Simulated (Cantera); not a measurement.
Charge: 1 mol Si2Cl6, a varied amount of HCl, 6.1 mol H2, at 0.133 bar.

Points: T (K) = 1073, 1123, 1173, 1223, 1273, 1323, 1373, 1423, 1473; n(HCl) (mol) = 0.055, 0.085, 0.13, 0.2, 0.31, 0.49, 0.75, 1.2, 1.8.

Cantera's Mixture.equilibrate('TP', solver="vcs", rtol=1e-11, max_steps=5000) on the NASA tables stopped like this:

```
ERROR: FAILURE its = 5001!

*******************************************************************************
CanteraError thrown by MultiPhase::equilibrate:
VCS solver failed. Return code: -1
*******************************************************************************
```

**Question.** What got this run through?

**Answer.** One answer among several that fit: The failure is numerical, not chemical. The same input converged with solver="gibbs", rtol=1e-10, max_steps=50000, and the result passed a check of the equilibrium conditions:
```
   1073      0.055  Si(cr)
   1073      0.085  Si(cr)
   1073       0.13  Si(cr)
   1073        0.2  Si(cr)
   1073       0.31  Si(cr)
   1073       0.49  Si(cr)
   1073       0.75  Si(cr)
   1073        1.2  Si(cr)
   1073        1.8  gas only
   1123      0.055  Si(cr)
   1123      0.085  Si(cr)
   1123       0.13  Si(cr)
   1123        0.2  Si(cr)
   1123       0.31  Si(cr)
   1123       0.49  Si(cr)
   1123       0.75  Si(cr)
   1123        1.2  Si(cr)
   1123        1.8  Si(cr)
   1173      0.055  Si(cr)
   1173      0.085  Si(cr)
   1173       0.13  Si(cr)
   1173        0.2  Si(cr)
   1173       0.31  Si(cr)
   1173       0.49  Si(cr)
   1173       0.75  Si(cr)
   1173        1.2  Si(cr)
   1173        1.8  Si(cr)
   1223      0.055  Si(cr)
   1223      0.085  Si(cr)
   1223       0.13  Si(cr)
   1223        0.2  Si(cr)
   1223       0.31  Si(cr)
   1223       0.49  Si(cr)
   1223       0.75  Si(cr)
   1223        1.2  Si(cr)
   1223        1.8  gas only
   1273      0.055  Si(cr)
   1273      0.085  Si(cr)
   1273       0.13  Si(cr)
   1273        0.2  Si(cr)
   1273       0.31  Si(cr)
   1273       0.49  Si(cr)
   1273       0.75  Si(cr)
   1273        1.2  Si(cr)
   1273        1.8  gas only
   1323      0.055  Si(cr)
   1323      0.085  Si(cr)
   1323       0.13  Si(cr)
   1323        0.2  Si(cr)
   1323       0.31  Si(cr)
   1323       0.49  Si(cr)
   1323       0.75  Si(cr)
   1323        1.2  Si(cr)
   1323        1.8  gas only
   1373      0.055  Si(cr)
   1373      0.085  Si(cr)
   1373       0.13  Si(cr)
   1373        0.2  Si(cr)
   1373       0.31  Si(cr)
   1373       0.49  Si(cr)
   1373       0.75  Si(cr)
   1373        1.2  gas only
   1373        1.8  gas only
   1423      0.055  Si(cr)
   1423      0.085  Si(cr)
   1423       0.13  Si(cr)
   1423        0.2  Si(cr)
   1423       0.31  Si(cr)
   1423       0.49  Si(cr)
   1423       0.75  gas only
   1423        1.2  gas only
   1423        1.8  gas only
   1473      0.055  Si(cr)
   1473      0.085  Si(cr)
   1473       0.13  Si(cr)
   1473        0.2  Si(cr)
   1473       0.31  Si(cr)
   1473       0.49  gas only
   1473       0.75  gas only
   1473        1.2  gas only
   1473        1.8  gas only
```

The gas is ideal and each condensed phase is pure. The feed counts by its element totals alone. The tables' values for SiCl3 are old estimates.
